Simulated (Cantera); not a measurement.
Cantera run:

```python
import numpy as np
import cantera as ct

gas_names = [...]  # 50 gases of nasa_gas.yaml made of F, H, Mg, N, O
cond_names = """
    H2O(s) H2O(L) Mg(cr) Mg(L) MgF2(s) MgF2(L) MgO(s) MgO(L) MgO2H2(s)
""".split()


# ... load() reads the species with a 1 bar reference pressure and builds the phases ...
atoms = {
    'MgF2': {'Mg': 1, 'F': 2},
    'H2O': {'H': 2, 'O': 1},
    'N2': {'N': 2},
}
top_T = {}  # K; cautious upper limits of use, not melting points


# ... equilibrate(T, P, feed) seeds the gas with the atoms and calls Mixture.equilibrate('TP', solver="vcs", rtol=1e-11, max_steps=5000) ...
results = []
feed = {'MgF2': 1, 'H2O': 0.2, 'N2': 470}  # mol
T = 2198  # K
P = 13332.2  # Pa
mix = equilibrate(T, P, feed)
results.append((T, P, feed, dict(zip(mix.species_names, mix.species_moles))))
print(gas.report(threshold=0.0001))
for i in range(1, mix.n_phases):
    print(f"{mix.phase(i).name:16s} {mix.phase_moles(i):12.5e} mol")
```

Output:

```
       temperature   2198 K
          pressure   13332 Pa
           density   0.020474 kg/m^3
  mean mol. weight   28.064 kg/kmol
   phase of matter   gas

                          1 kg             1 kmol
                     ---------------   ---------------
          enthalpy        2.2078e+06        6.1961e+07  J
   internal energy        1.5566e+06        4.3686e+07  J
           entropy            9713.1        2.7259e+05  J/K
    Gibbs function       -1.9142e+07       -5.3719e+08  J
 heat capacity c_p            1295.7             36363  J/K
 heat capacity c_v            999.45             28049  J/K

                      mass frac. Y      mole frac. X     chem. pot. / RT
                     ---------------   ---------------   ---------------
                HF        0.00056485        0.00079235           -49.031
                Mg        0.00023028         0.0002659           -22.911
               MgF        0.00040343        0.00026145           -54.678
              MgF2         0.0035319          0.001591           -86.445
                NO        0.00025056        0.00023435            -35.08
                N2            0.9949           0.99669           -29.282
     [  +44 minor]        0.00011653        0.00016738

Mg(L)             0.00000e+00 mol
MgF2(L)           0.00000e+00 mol
MgO(s)            0.00000e+00 mol
```

Method: chemical equilibrium by Gibbs-energy minimisation in Cantera with the NASA 1993 tables (ideal gas, pure condensed phases).
